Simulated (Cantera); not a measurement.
What does this Cantera script print?

```python
import numpy as np
import cantera as ct

gas_names = """
    H HO2 H2 H2O H2O2 O OH O2 O3 Ta TaO TaO2
""".split()
cond_names = """
    H2O(s) H2O(L) Ta(cr) Ta(L) Ta2O5(s) Ta2O5(L)
""".split()


# ... load() reads the species with a 1 bar reference pressure and builds the phases ...
atoms = {
    'Ta2O5': {'Ta': 2, 'O': 5},
    'H2': {'H': 2},
    'H2O': {'H': 2, 'O': 1},
}
top_T = {}  # K; cautious upper limits of use, not melting points


# ... equilibrate(T, P, feed) seeds the gas with the atoms and calls Mixture.equilibrate('TP', solver="vcs", rtol=1e-11, max_steps=5000) ...
results = []
feed = {'Ta2O5': 1, 'H2': 10, 'H2O': 0.11}  # mol
P = 150  # Pa
for T in [1425, 1475, 1525, 1575, 1625, 1675, 1725, 1775, 1825, 1875, 1925, 1975, 2025, 2075]:
    mix = equilibrate(T, P, feed)
    results.append((T, P, feed, dict(zip(mix.species_names, mix.species_moles))))

top = {s: max(r[3][s] / sum(r[3][g] for g in gas_names) for r in results) for s in gas_names}
cols = sorted((s for s in top if top[s] > 1e-05), key=lambda s: -top[s])[:9]
seen = [c for c in cond_names if any(r[3].get(c, 0) > 1e-12 for r in results)]
print("log10 of partial pressures in bar; condensed amounts in mol")
print(f"{'T/K':>10s}" + "".join(f"{s[:9]:>10s}" for s in cols + seen))
for T, P, feed, n in results:
    ng = sum(n[g] for g in gas_names)
    print(f"{T:10.4g}" + "".join(f"{np.log10(max(n[s] / ng * P / 1e5, 1e-99)):10.3f}" for s in cols)
          + "".join(f"{n.get(c, 0):10.4g}" for c in seen))
```

Result:

```
log10 of partial pressures in bar; condensed amounts in mol
       T/K        H2         H       H2O      TaO2        OH       TaO  Ta2O5(s)  Ta2O5(L)
      1425    -2.829    -6.580    -4.787   -13.337   -10.199   -16.334         1         0
      1475    -2.829    -6.301    -4.787   -12.506    -9.842   -15.326         1         0
      1525    -2.829    -6.041    -4.787   -11.732    -9.507   -14.386         1         0
      1575    -2.829    -5.796    -4.788   -11.008    -9.194   -13.508         1         0
      1625    -2.829    -5.566    -4.788   -10.331    -8.900   -12.685         1         0
      1675    -2.830    -5.350    -4.788    -9.695    -8.624   -11.914         1         0
      1725    -2.831    -5.147    -4.788    -9.098    -8.363   -11.188         1         0
      1775    -2.832    -4.954    -4.789    -8.536    -8.117   -10.506         1         0
      1825    -2.834    -4.773    -4.790    -8.006    -7.885    -9.862         1         0
      1875    -2.836    -4.601    -4.791    -7.507    -7.665    -9.255    0.9999         0
      1925    -2.839    -4.439    -4.792    -7.034    -7.455    -8.682    0.9997         0
      1975    -2.844    -4.286    -4.793    -6.588    -7.255    -8.142    0.9991         0
      2025    -2.851    -4.141    -4.790    -6.167    -7.062    -7.637    0.9976         0
      2075    -2.859    -4.004    -4.781    -5.785    -6.869    -7.184         0     0.994
```

Cantera equilibrium calculation (NASA polynomials, part measured and part estimated; ideal gas, pure solids and liquids).
